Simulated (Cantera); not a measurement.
Input: 1 mol SiHCl3, 0.89 mol NH3, a varied amount of H2, held at 1225 °C and 51.0 Pa.

These are equilibrium values from Cantera (NASA tables, ideal gas, pure condensed phases), not measurements of a reactor. Candidate condensed phases: NH4Cl, Si, Si3N4; 28 gas species. Kinetics and transport are ignored.

### Question
Which condensed phases are stable at each of these points (n(H2) (mol)): 0.19, 0.29, 0.45, 0.69, 1.1, 1.6, 2.5, 3.8, 5.9, 9.1, 14, 21, 33?

### Answer
```csv
n(H2) (mol),condensed phases,Si condensed (%)
0.19,gas only,0.0
0.29,gas only,0.0
0.45,gas only,0.0
0.69,gas only,0.0
1.1,gas only,0.0
1.6,gas only,0.0
2.5,Si(s),3.7
3.8,Si(s),9.7
5.9,Si(s),17.5
9.1,Si(s),26.4
14,Si(s),36.2
21,Si(s),45.9
33,Si(s),56.6
```

From 0.19 mol H2 to 1.6 mol H2 nothing is condensed. From 2.5 mol H2 to 33 mol H2 the condensed part is Si(s).
